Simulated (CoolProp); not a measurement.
Model: reference Helmholtz-energy equation of state, Lemmon 2006, in CoolProp. It is a short technical equation, of lower accuracy than the large ones.

**Question.** Give the vapour pressure (bar), vapour density (kg/m³), surface tension (mN/m) of saturated R142b at 203.9, 213.4 K.

**Answer.** 
| T (K) | p (bar) | vapour density (kg/m³) | surface tension (mN/m) |
|---|---|---|---|
| 203.9 | 0.0371 | 0.221 | 24.3 |
| 213.4 | 0.0725 | 0.414 | 22.9 |

Surface tension comes from a separate correlation (Mulero 2012).
